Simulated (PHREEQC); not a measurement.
Consider water at 25 °C with 0.03 mol HBr and 0.003 mol MnSO4 per kg of water. Closed to the air; pH follows from the charge balance.

Model: ion-association model, wateq4f.dat, run in PHREEQC.

**Question.** The ionic strength comes out as 0.0381 mol/kgw. What activity coefficients do SO4-2, H+, Mn+2, HSO4-, Br- get?

**Answer.** SO4-2 0.50, H+ 0.86, Mn+2 0.52, HSO4- 0.84, Br- 0.84.

Precipitation was switched off in this run.
